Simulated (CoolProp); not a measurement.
Vapour-liquid equilibrium of R134a (1) + methanol (2) at 0.22 MPa; x and y are mole fractions of (1).

Model: multi-fluid Helmholtz-energy mixture model, Tillner-Roth 1994 and de Reuck 1993; pair parameters Bell 2016, in CoolProp.

| x | bubble temperature (K) | y at the bubble point | dew temperature at overall composition x (K) | liquid density (mol/L) |
|---|---|---|---|---|
| 0.05 | 318.3 | 0.796 | 357.2 | 23.04 |
| 0.125 | 294.5 | … | 354.8 | … |
| 0.2 | 285.9 | 0.962 | 352.3 | 21.54 |
| 0.275 | 281.8 | 0.971 | 349.6 | 20.54 |
| 0.35 | 279.4 | … | 346.6 | 19.56 |
| 0.425 | 277.7 | … | 343.3 | 18.62 |
| 0.5 | 276.3 | … | 339.7 | 17.73 |
| 0.575 | 275.0 | 0.983 | 335.6 | 16.89 |
| 0.65 | 273.6 | 0.985 | 330.8 | 16.09 |
| 0.725 | 272.1 | 0.988 | 325.1 | … |
| 0.8 | 270.4 | 0.991 | 317.8 | 14.64 |
| 0.875 | 268.7 | 0.994 | 307.9 | 13.97 |
| 0.95 | 266.8 | 0.998 | 290.6 | 13.34 |

Q: What belongs in the gaps?

A: 
- 0.125, y at the bubble point: 0.938
- 0.125, liquid density (mol/L): 22.48
- 0.35, y at the bubble point: 0.975
- 0.425, y at the bubble point: 0.978
- 0.5, y at the bubble point: 0.981
- 0.725, liquid density (mol/L): 15.35

No azeotrope shows between x = 0.05 and 0.95.

Pair parameters are fitted to limited data, so mixtures are less certain than the pure fluids. With so large a gap from Raoult's law the liquid may split in two, which this calculation doesn't test in full.
